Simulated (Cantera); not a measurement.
An adiabatic, constant-volume homogeneous reactor starts with CH4 : CO : O2 : N2 = 1 : 0.42 : 5.26 : 19.8 (molar parts), equivalence ratio 0.42, at 1498 K and 13500 Torr. Integrator tolerance rtol = 1e-08.

Detailed kinetics in Cantera: GRI-Mech 3.0 (53 species, 325 reactions). The pressure lies above the range GRI-Mech 3.0 was tuned for (to about 10 atm).

Task: What does this change do: initial temperature 1498 to 1375 K?

Result: 
```csv
quantity,before,after
time of steepest temperature rise,83.3 µs,0.273 ms
temperature at 0.500 s,2549 K,2458 K
equilibrium temperature,2549 K,2458 K
x(CH4) at 0.500 s,<1e-12 (gas-phase equilibrium <1e-12),<1e-12 (gas-phase equilibrium <1e-12)
x(CO) at 0.500 s,0.00140 (gas-phase equilibrium 0.00140),0.000847 (gas-phase equilibrium 0.000847)
x(O2) at 0.500 s,0.106 (gas-phase equilibrium 0.106),0.108 (gas-phase equilibrium 0.108)
x(C2H6) at 0.500 s,<1e-12 (gas-phase equilibrium <1e-12),<1e-12 (gas-phase equilibrium <1e-12)
x(CH3) at 0.500 s,<1e-12 (gas-phase equilibrium <1e-12),<1e-12 (gas-phase equilibrium <1e-12)
x(C2H) at 0.500 s,<1e-12 (gas-phase equilibrium <1e-12),<1e-12 (gas-phase equilibrium <1e-12)
x(NO2) at 0.500 s,5.74e-5 (gas-phase equilibrium 5.74e-5),5.60e-5 (gas-phase equilibrium 5.60e-5)
```

Task: What does this change do: initial temperature 1498 to 1525 K?

Result: 
| quantity | before | after |
|---|---|---|
| time of steepest temperature rise | 83.3 µs | 65.8 µs |
| temperature at 0.500 s | 2549 K | 2568 K |
| equilibrium temperature | 2549 K | 2568 K |
| x(CH4) at 0.500 s | <1e-12 (gas-phase equilibrium <1e-12) | <1e-12 (gas-phase equilibrium <1e-12) |
| x(CO) at 0.500 s | 0.00140 (gas-phase equilibrium 0.00140) | 0.00155 (gas-phase equilibrium 0.00155) |
| x(O2) at 0.500 s | 0.106 (gas-phase equilibrium 0.106) | 0.106 (gas-phase equilibrium 0.106) |
| x(C2H6) at 0.500 s | <1e-12 (gas-phase equilibrium <1e-12) | <1e-12 (gas-phase equilibrium <1e-12) |
| x(CH3) at 0.500 s | <1e-12 (gas-phase equilibrium <1e-12) | <1e-12 (gas-phase equilibrium <1e-12) |
| x(C2H) at 0.500 s | <1e-12 (gas-phase equilibrium <1e-12) | <1e-12 (gas-phase equilibrium <1e-12) |
| x(NO2) at 0.500 s | 5.74e-5 (gas-phase equilibrium 5.74e-5) | 5.76e-5 (gas-phase equilibrium 5.76e-5) |
